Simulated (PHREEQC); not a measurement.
HCl is added in steps, without added water, to 1 kg of water holding 0.015 mol/kgw NaH2PO4, 0.0046 mol/kgw K2HPO4 and 0.00016 mol/kgw H3AsO4, at 20 °C. Oxygen is held at 0.21 atm. No CO2 enters from the air. The run lets Halite precipitate or redissolve, and no other solid.

Base run: PHREEQC, ion-association model, wateq4f.dat. Each further column changes one thing. The table gives H3AsO4 (mol/kgw).

```
HCl added (mol)      base  Davies equation for every ion  all activity coefficients set to 1  Debye-Hückel limiting law  metal-ligand complexes left out
---------------  --------  -----------------------------  ----------------------------------  -------------------------  -------------------------------
0                 6.64e-9                        6.72e-9                             5.06e-9                        [?]                          6.44e-9
0.00175           1.36e-8                        1.38e-8                             1.04e-8                    1.48e-8                          1.32e-8
0.004375          4.06e-7                        4.08e-7                             3.47e-7                    4.25e-7                          3.98e-7
0.006125          1.21e-5                        1.20e-5                             1.32e-5                    1.18e-5                          1.21e-5
0.00875           2.90e-5                        2.88e-5                                 [?]                        [?]                          2.90e-5
0.0105            3.91e-5                        3.88e-5                             4.28e-5                    3.81e-5                          3.91e-5
0.01312           5.26e-5                        5.23e-5                             5.76e-5                        [?]                          5.26e-5
0.01487           6.06e-5                        6.02e-5                             6.63e-5                    5.89e-5                          6.06e-5
0.0175            7.13e-5                        7.08e-5                             7.79e-5                    6.92e-5                          7.13e-5
0.01925           7.76e-5                        7.70e-5                             8.47e-5                    7.53e-5                          7.76e-5
0.02187           8.59e-5                        8.53e-5                             9.37e-5                    8.33e-5                          8.59e-5
0.02363           9.08e-5                        9.01e-5                                 [?]                    8.80e-5                          9.08e-5
0.02625           9.73e-5                        9.66e-5                            0.000106                        [?]                          9.73e-5
0.028            0.000101                       0.000100                                 [?]                    9.79e-5                         0.000101
```

**Question.** Some entries are withheld; supply them.

**Answer.** 
- 0, Debye-Hückel limiting law: 7.27e-9
- 0.00875, all activity coefficients set to 1: 3.17e-5
- 0.00875, Debye-Hückel limiting law: 2.83e-5
- 0.01312, Debye-Hückel limiting law: 5.12e-5
- 0.02363, all activity coefficients set to 1: 9.89e-5
- 0.02625, Debye-Hückel limiting law: 9.43e-5
- 0.028, all activity coefficients set to 1: 0.000110

H3PO4, which wateq4f.dat lacks, is added to it with the constant of phreeqc.dat.
